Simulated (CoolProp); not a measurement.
Saturation properties of R134a.

Computed with CoolProp (reference Helmholtz-energy equation of state, Tillner-Roth 1994).

| T (K) | p (kPa) | liquid density (kg/m³) | liquid cp (kJ/(kg K)) | vapour Z | liquid viscosity (µPa s) |
|---|---|---|---|---|---|
| 199 | 5.849 | 1513 | 1.205 | 0.9941 | ___ |
| 212.4 | 15.15 | ___ | 1.222 | 0.9885 | 670 |
| 225.7 | 34.10 | 1439 | 1.242 | 0.9798 | 527 |
| 239.1 | 69.34 | ___ | 1.265 | 0.9670 | 426 |
| 252.4 | 128.5 | 1361 | 1.291 | 0.9495 | 351 |
| 265.8 | 222.5 | 1319 | 1.322 | 0.9267 | 293 |
| 279.2 | 362.6 | 1275 | 1.358 | 0.8980 | 247 |
| 292.5 | 560.3 | 1228 | 1.402 | 0.8634 | 209 |
| 305.9 | 832.9 | 1177 | ___ | 0.8214 | 177 |
| 319.2 | 1192 | 1120 | 1.537 | 0.7717 | 149 |
| 332.6 | 1660 | 1056 | 1.654 | 0.7117 | 125 |
| 345.9 | 2250 | 979.0 | 1.859 | 0.6385 | 102 |

### Question
Some entries are withheld; supply them.

### Answer

- 199, liquid viscosity (µPa s): 887
- 212.4, liquid density (kg/m³): 1476
- 239.1, liquid density (kg/m³): 1400
- 305.9, liquid cp (kJ/(kg K)): 1.460

It boils at 247.1 K under 1 atm.

Viscosity comes from a separate model (Huber 2003), an estimate that may be off by 10 % or more.
